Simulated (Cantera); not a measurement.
Mixture: 7.84 % CH4, 19.4 % O2, 72.8 % N2, equivalence ratio 0.81, at 3750 Torr, adiabatic and at constant volume. Ignition delay is the time to a rise of 400 K.

Model: GRI-Mech 3.0 (53 species, 325 reactions), integrated in Cantera.

Q: Predict: delay at 1198 K; delay at 1398 K; delay at 1598 K; delay at 1798 K; delay at 1998 K; apparent activation energy between 1898 and 2098 K.

A: 
- delay at 1198 K: 8.83 ms
- delay at 1398 K: 0.824 ms
- delay at 1598 K: 0.118 ms
- delay at 1798 K: 25.7 µs
- delay at 1998 K: 8.14 µs
- apparent activation energy between 1898 and 2098 K: 170 kJ/mol
